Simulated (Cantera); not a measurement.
A Cantera script and its output.

```python
import numpy as np
import cantera as ct

gas = ct.Solution("h2o2.yaml")
gas.TPX = 1025, 1700, {'H2': 0.095, 'O2': 1, 'N2': 1.5}
reactor = ct.IdealGasConstPressureReactor(gas, energy="off", clone=False)
net = ct.ReactorNet([reactor])
net.rtol, net.atol = 1e-08, 1e-18
show = ['H2', 'O2', 'H2O2', 'HO2', 'O']
times = np.geomspace(0.0004, 2, 9)

steps = ct.SolutionArray(gas, extra=["t"])
rows = []
print(f"{'t/s':>10s}{'T/K':>9s}{'P/Pa':>11s}" + "".join(f"{s:>11s}" for s in show))
for t in times:
    while net.time < t:
        t_next = net.step()
        steps.append(gas.state, t=t_next)
    rows.append([np.interp(t, steps.t, y) for y in (steps.T, steps.P, *steps(*show).X.T)])
    print(f"{t:10.3e}{rows[-1][0]:9.1f}{rows[-1][1]:11.4g}" + "".join(f"{x:11.3e}" for x in rows[-1][2:]))
rate = np.gradient(steps.T, steps.t)
print("integrator steps:", len(steps.t))
if steps.T.max() > steps.T[0] + 200:
    print(f"time of steepest temperature rise: {steps.t[rate.argmax()]:.4e} s")
gas.TPX = 1025, 1700, {'H2': 0.095, 'O2': 1, 'N2': 1.5}
gas.equilibrate("TP")
print(f"equilibrium (TP): T = {gas.T:.1f} K  " + "  ".join(f"{s} {gas[s].X[0]:.3e}" for s in show))
```

Output:

```
       t/s      T/K       P/Pa         H2         O2       H2O2        HO2          O
 4.000e-04   1025.0       1700  3.661e-02  3.854e-01  1.768e-14  1.377e-10  8.651e-11
 1.160e-03   1025.0       1700  3.661e-02  3.854e-01  1.522e-13  4.198e-10  1.071e-09
 3.364e-03   1025.0       1700  3.661e-02  3.854e-01  3.053e-12  8.127e-09  2.672e-07
 9.754e-03   1025.0       1700  5.170e-03  3.676e-01  1.503e-07  3.826e-06  1.008e-02
 2.828e-02   1025.0       1700  5.413e-04  3.691e-01  7.236e-08  3.328e-06  6.714e-03
 8.202e-02   1025.0       1700  1.060e-04  3.729e-01  7.254e-08  2.128e-06  1.349e-03
 2.378e-01   1025.0       1700  1.224e-05  3.737e-01  5.085e-08  7.581e-07  1.602e-04
 6.897e-01   1025.0       1700  1.425e-06  3.739e-01  2.343e-08  1.753e-07  2.012e-05
 2.000e+00   1025.0       1700  2.181e-07  3.739e-01  8.626e-09  3.812e-08  3.379e-06
integrator steps: 1667
equilibrium (TP): T = 1025.0 K  H2 8.515e-11  O2 3.739e-01  H2O2 1.144e-11  HO2 4.675e-10  O 1.558e-09
```

Detailed kinetics in Cantera: the H2/O2 subset of GRI-Mech 3.0, which has no nitrogen chemistry. Radical loss at walls, strong at low pressure, is not modelled. The temperature is held fixed by assumption; the heat of reaction is taken as removed at once.
